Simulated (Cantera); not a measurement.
Input: 1 mol Si, 2.5 mol Cl₂, 93 mol H₂, held at 725 °C.

Cantera equilibrium calculation (NASA polynomials, part measured and part estimated; ideal gas, pure solids and liquids). Candidate condensed phases: Si; 19 gas species. The tables' values for SiCl₃ are old estimates; treat these amounts as uncertain. Equilibrium is a limit: real reactors are often held back by kinetics, nucleation or transport.

Question: At 0.0315 Torr, list the 4 most abundant gas species with their mole fractions, and the condensed phases.

Answer: H₂ 0.954, HCl 0.0420, SiCl₂ 0.00314, SiCl₄ 0.000716. Condensed: Si(s).
